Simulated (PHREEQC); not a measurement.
Solution (45 °C): 0.049 mol/kgw Na2CO3 and 0.0014 mol/kgw KCl. Closed to the air; pH follows from the charge balance.

Computed with PHREEQC (ion-association model, wateq4f.dat).

- pH: 10.74
- ionic strength: 0.0932 mol/kgw
- total alkalinity: 98.0 meq/kg

```tsv
species	molality	activity	log γ
Na+	0.0718	0.0560	-0.108
NaCO3-	0.0261	0.0205	-0.104
CO3-2	0.0200	0.00765	-0.418
OH-	0.00284	0.00216	-0.119
HCO3-	0.00278	0.00218	-0.104
Cl-	0.00140	0.00107	-0.118
K+	0.00140	0.00107	-0.118
NaHCO3	6.72e-5	6.87e-5	0.009
CO2	7.56e-8	7.73e-8	0.009
```

This is a speciation only: nothing precipitates in the calculation. Away from 25 °C the constants follow the database's enthalpies or fits; those with neither stay at their 25 °C values.
